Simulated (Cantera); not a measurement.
An isothermal, constant-pressure homogeneous reactor starts with CH4 : H2 : H = 0.01 : 1 : 0.064 (molar parts), at 1398 K and 12.8 Torr. Integrator tolerance rtol = 1e-08.

Computed with Cantera and GRI-Mech 3.0 (53 species, 325 reactions). GRI-Mech 3.0 stops at C3 and has no aromatics, soot or wall deposition, so with more carbon than oxygen in the feed, carbon stays in small species such as C2H2 where larger ones or solid carbon would form. Radical loss at walls, strong at low pressure, is not modelled.

Question: What does this change do: pressure from 12.8 Torr to 8.25 Torr?

Answer: 
```tsv
quantity	before	after
x(CH4) at 5.00 s	0.00277 (gas-phase equilibrium 0.00270)	0.00124 (gas-phase equilibrium 0.00185)
x(H2) at 5.00 s	0.994 (gas-phase equilibrium 0.994)	0.994 (gas-phase equilibrium 0.994)
x(H) at 5.00 s	4.41e-5 (gas-phase equilibrium 3.64e-5)	0.000123 (gas-phase equilibrium 4.53e-5)
x(C2H) at 5.00 s	1.41e-10 (gas-phase equilibrium 1.18e-10)	4.85e-10 (gas-phase equilibrium 1.65e-10)
x(C2H4) at 5.00 s	4.73e-5 (gas-phase equilibrium 4.80e-5)	3.69e-5 (gas-phase equilibrium 3.50e-5)
x(CH2) at 5.00 s	7.84e-11 (gas-phase equilibrium 5.21e-11)	2.75e-10 (gas-phase equilibrium 5.53e-11)
```

Question: What does this change do: temperature 1398 to 1450 K?

Answer: 
| quantity | before | after |
|---|---|---|
| x(CH4) at 5.00 s | 0.00277 (gas-phase equilibrium 0.00270) | 0.00145 (gas-phase equilibrium 0.00157) |
| x(H2) at 5.00 s | 0.994 (gas-phase equilibrium 0.994) | 0.994 (gas-phase equilibrium 0.994) |
| x(H) at 5.00 s | 4.41e-5 (gas-phase equilibrium 3.64e-5) | 8.89e-5 (gas-phase equilibrium 7.28e-5) |
| x(C2H) at 5.00 s | 1.41e-10 (gas-phase equilibrium 1.18e-10) | 4.88e-10 (gas-phase equilibrium 3.95e-10) |
| x(C2H4) at 5.00 s | 4.73e-5 (gas-phase equilibrium 4.80e-5) | 3.18e-5 (gas-phase equilibrium 3.15e-5) |
| x(CH2) at 5.00 s | 7.84e-11 (gas-phase equilibrium 5.21e-11) | 1.81e-10 (gas-phase equilibrium 1.31e-10) |
